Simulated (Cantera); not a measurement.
Cantera run:

```python
import numpy as np
import cantera as ct

gas_names = """
    C CH CH2 CH3 CH2OH CH3O CH4 CH3OH CO CO2 COOH C2 C2H CHCO,ketyl C2H2,acetylene C2H2,vinylidene
    CH2CO,ketene C2H3,vinyl CH3CO,acetyl C2H4 C2H4O,ethylen CH3CHO,ethanal CH3COOH (HCOOH)2 C2H5 C2H6
    CH3OCH3 C2H5OH C2O C3 C3H3,propargyl C3H4,allene C3H4,propyne C3H4,cyclo- C3H5,allyl C3H6,propylene
    C3H6,cyclo- C3H6O C3H7,n-propyl C3H7,i-propyl C3H8 C3H8O,1propanol C3H8O,2propanol C3O2 C4 C4H2
    C4H4,1,3-cyclo- C4H6,butadiene C4H6,2-butyne C4H6,cyclo- C4H8,1-butene C4H8,cis2-buten
    C4H8,tr2-butene C4H8,isobutene C4H8,cyclo- (CH3COOH)2 C4H9,n-butyl C4H9,i-butyl C4H9,s-butyl
    C4H9,t-butyl C4H10,isobutane C4H10,n-butane C5 C5H6,1,3cyclo- C5H8,cyclo- C5H10,1-pentene
    C5H10,cyclo- C5H11,pentyl C5H11,t-pentyl C5H12,n-pentane C5H12,i-pentane CH3C(CH3)2CH3 C6H2
    C6H5,phenyl C6H5O,phenoxy C6H6 C6H5OH,phenol C6H10,cyclo- C6H12,1-hexene C6H12,cyclo- C6H13,n-hexyl
    C7H7,benzyl C7H8 C7H8O,cresol C7H14,1-heptene C7H15,n-heptyl C7H16,n-heptane C8H8,styrene
    C8H10,ethylbenz C8H16,1-octene C8H17,n-octyl C8H18,isooctane C8H18,n-octane C9H19,n-nonyl
    C10H8,naphthale C10H21,n-decyl C12H9,o-bipheny C12H10,bipheny H HCO HO2 H2 HCHO,formaldehy HCOOH H2O
    H2O2 O OH O2 O3 Pb PbO Pb2
""".split()
cond_names = """
    C(gr) C6H6(L) C7H8(L) C8H18(L),n-octa H2O(s) H2O(L) Pb(cr) Pb(L) PbO(rd) PbO(yw) PbO(L) PbO2(s)
    Pb3O4(s)
""".split()


def load(file, names, dense=False):
    # The tables refer to 1 bar. Condensed volumes are neglected.
    table = {s.name: s for s in ct.Species.list_from_file(file)}
    out = []
    for n in names:
        d = dict(table[n].input_data)
        d["thermo"] = dict(d["thermo"], **{"reference-pressure": 1e5})
        if dense:
            d["equation-of-state"] = {"model": "constant-volume", "density": "1e6 g/cm^3"}
        out.append(ct.Species.from_dict(d))
    return out


gas = ct.Solution(thermo="ideal-gas", species=load("nasa_gas.yaml", gas_names))
cond = {s.name: ct.Solution(thermo="fixed-stoichiometry", species=[s], name=s.name)
        for s in load("nasa_condensed.yaml", cond_names, dense=True)}
atoms = {
    'Pb': {'Pb': 1},
    'CO': {'C': 1, 'O': 1},
    'H2': {'H': 2},
}
top_T = {'C(gr)': 4500, 'Pb3O4(s)': 820}  # K; cautious upper limits of use, not melting points


def equilibrate(T, P, feed):
    n = {}
    for name, mol in feed.items():
        for a, k in atoms[name].items():
            n[a] = n.get(a, 0.0) + k * mol
    gas.TPX = T, P, n
    mass = sum(n.values()) * gas.mean_molecular_weight
    gas.equilibrate("TP")
    valid = [c for c in cond.values() if c.min_temp <= T <= top_T.get(c.name, c.max_temp)]
    mix = ct.Mixture([(gas, mass / gas.mean_molecular_weight)] + [(c, 0.0) for c in valid])
    mix.T, mix.P = T, P
    mix.equilibrate("TP", solver="vcs", rtol=1e-11, max_steps=5000)
    return mix


results = []
feed = {'Pb': 1, 'CO': 1.5, 'H2': 6.3}  # mol
P = 13332.2  # Pa
for T in [1248, 1298, 1348, 1398, 1448, 1498, 1548, 1598, 1648, 1698, 1748]:
    mix = equilibrate(T, P, feed)
    results.append((T, P, feed, dict(zip(mix.species_names, mix.species_moles))))

top = {s: max(r[3][s] / sum(r[3][g] for g in gas_names) for r in results) for s in gas_names}
cols = sorted((s for s in top if top[s] > 0.0001), key=lambda s: -top[s])[:7]
seen = [c for c in cond_names if any(r[3].get(c, 0) > 1e-12 for r in results)]
print("log10 of partial pressures in bar; condensed amounts in mol")
print(f"{'T/K':>10s}" + "".join(f"{s[:9]:>10s}" for s in cols + seen))
for T, P, feed, n in results:
    ng = sum(n[g] for g in gas_names)
    print(f"{T:10.4g}" + "".join(f"{np.log10(max(n[s] / ng * P / 1e5, 1e-99)):10.3f}" for s in cols)
          + "".join(f"{n.get(c, 0):10.4g}" for c in seen))
```

Result:

```
log10 of partial pressures in bar; condensed amounts in mol
       T/K        H2        CO        Pb       CH4         H       H2O     Pb(L)
      1248    -0.973    -1.596    -2.886    -4.109    -6.817    -4.171    0.9233
      1298    -0.977    -1.600    -2.592    -4.303    -6.458    -4.357    0.8476
      1348    -0.984    -1.607    -2.321    -4.489    -6.128    -4.538    0.7102
      1398    -0.997    -1.620    -2.069    -4.674    -5.823    -4.717    0.4673
      1448    -1.018    -1.642    -1.836    -4.867    -5.545    -4.902   0.04085
      1498    -1.020    -1.644    -1.820    -5.012    -5.275    -5.037         0
      1548    -1.020    -1.644    -1.820    -5.147    -5.022    -5.156         0
      1598    -1.020    -1.644    -1.820    -5.279    -4.784    -5.262         0
      1648    -1.020    -1.644    -1.820    -5.411    -4.561    -5.353         0
      1698    -1.020    -1.644    -1.820    -5.545    -4.350    -5.429         0
      1748    -1.021    -1.644    -1.820    -5.681    -4.151    -5.490         0
```

Equilibrium computed with Cantera from the NASA thermochemical tables; the gas is ideal and each condensed phase is pure.
